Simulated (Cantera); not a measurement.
**S + O2 + SO2 (abatement and gas-phase synthesis)**

Charge: 1 mol S, 1.6 mol O2, 0.055 mol SO2, equilibrated at 90.0 Pa.

Equilibrium computed with Cantera from the NASA thermochemical tables; the gas is ideal and each condensed phase is pure. Candidate condensed phases: S; 17 gas species. Ions and electrons are included (thermal ionisation). Equilibrium is a limit: real reactors are often held back by kinetics, nucleation or transport.

From 2000 K to 5000 K nothing is condensed.

| T (K) | x O | x SO2 | x O2 | x S | x SO | x e- | x S+ |
|---|---|---|---|---|---|---|---|
| 2000 | 0.0133 | 0.626 | 0.355 | 1.45e-5 | 0.00520 | <1e-12 | <1e-12 |
| 2500 | 0.241 | 0.362 | 0.249 | 0.0126 | 0.135 | 1.37e-9 | 1.36e-9 |
| 3000 | 0.694 | 0.00694 | 0.0338 | 0.186 | 0.0786 | 3.58e-7 | 3.59e-7 |
| 3500 | 0.754 | 1.99e-5 | 0.00211 | 0.238 | 0.00509 | 8.55e-6 | 8.56e-6 |
| 4000 | 0.758 | 1.83e-7 | 0.000233 | 0.241 | 0.000516 | 8.66e-5 | 8.66e-5 |
| 4500 | 0.758 | 4.63e-9 | 4.18e-5 | 0.241 | 8.54e-5 | 0.000531 | 0.000531 |
| 5000 | 0.757 | 2.41e-10 | 1.05e-5 | 0.239 | 2.00e-5 | 0.00229 | 0.00229 |
x: gas mole fraction; nothing condenses.
